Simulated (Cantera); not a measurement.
Input (Python, Cantera) and output of one run.

```python
import numpy as np
import cantera as ct

gas_names = """
    C CO COS CO2 CS CS2 C2 C2O C3 C3O2 C4 C5 Mg MgO MgS Mg2 O O2 O3 S SO SO2 SO3 S2 S2O S8
""".split()
cond_names = """
    C(gr) Mg(cr) Mg(L) MgCO3(s) MgO(s) MgO(L) MgS(s) MgSO4(s) MgSO4(L) S(cr1) S(cr2) S(L)
""".split()


# ... load() reads the species with a 1 bar reference pressure and builds the phases ...
atoms = {
    'MgCO3': {'Mg': 1, 'C': 1, 'O': 3},
    'SO2': {'S': 1, 'O': 2},
    'O2': {'O': 2},
}
top_T = {'C(gr)': 4500, 'MgS(s)': 2250}  # K; cautious upper limits of use, not melting points


# ... equilibrate(T, P, feed) seeds the gas with the atoms and calls Mixture.equilibrate('TP', solver="vcs", rtol=1e-11, max_steps=5000) ...
results = []
feed = {'MgCO3': 1, 'SO2': 1, 'O2': 1.3}  # mol
P = 480000  # Pa
for T in [775, 875, 975, 1075, 1175, 1275, 1375, 1475, 1575, 1675, 1775, 1875]:
    mix = equilibrate(T, P, feed)
    results.append((T, P, feed, dict(zip(mix.species_names, mix.species_moles))))

top = {s: max(r[3][s] / sum(r[3][g] for g in gas_names) for r in results) for s in gas_names}
cols = sorted((s for s in top if top[s] > 0.0001), key=lambda s: -top[s])[:5]
seen = [c for c in cond_names if any(r[3].get(c, 0) > 1e-12 for r in results)]
print("log10 of partial pressures in bar; condensed amounts in mol")
print(f"{'T/K':>10s}" + "".join(f"{s[:9]:>10s}" for s in cols + seen))
for T, P, feed, n in results:
    ng = sum(n[g] for g in gas_names)
    print(f"{T:10.4g}" + "".join(f"{np.log10(max(n[s] / ng * P / 1e5, 1e-99)):10.3f}" for s in cols)
          + "".join(f"{n.get(c, 0):10.4g}" for c in seen))
```

Result:

```
log10 of partial pressures in bar; condensed amounts in mol
       T/K       CO2        O2       SO2       SO3    MgO(s)  MgSO4(s)
       775     0.426     0.329   -11.451    -9.542 1.002e-10         1
       875     0.426     0.329    -8.527    -7.375 1.693e-08         1
       975     0.426     0.329    -6.217    -5.665 1.039e-06         1
      1075     0.426     0.329    -4.351    -4.285  3.62e-05         1
      1175     0.426     0.329    -2.815    -3.151 0.0008398    0.9992
      1275     0.421     0.327    -1.532    -2.205    0.0135    0.9865
      1375     0.370     0.313    -0.440    -1.407    0.1719    0.8281
      1475     0.166     0.271     0.142    -1.094         1         0
      1575     0.165     0.273     0.150    -1.299         1         0
      1675     0.164     0.274     0.154    -1.482         1         0
      1775     0.164     0.275     0.157    -1.645         1         0
      1875     0.163     0.276     0.159    -1.791         1         0
```

Cantera equilibrium calculation (NASA polynomials, part measured and part estimated; ideal gas, pure solids and liquids). Mutual solubility and eutectic melting of coexisting phases are not modelled.
